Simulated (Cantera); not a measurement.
A closed system holds: 1 mol MgO, a varied amount of H2S, 41 mol N2, held at 1577 °C and 13.3 mbar.

Method: chemical equilibrium by Gibbs-energy minimisation in Cantera with the NASA 1993 tables (ideal gas, pure condensed phases). Candidate condensed phases: H2O, H2SO4, Mg, MgO, Mg(OH)2, MgS, MgSO4, S; 43 gas species. The numbers say what is thermodynamically allowed, not how fast it happens.

Q: At 0.54 mol H2S, list the 7 most abundant gas species with their mole fractions, and the condensed phases.

A: N2 0.978, H2 0.0114, S2 0.00560, Mg 0.00141, H2O 0.000906, S 0.000713, H 0.000499. Condensed: MgO(s).
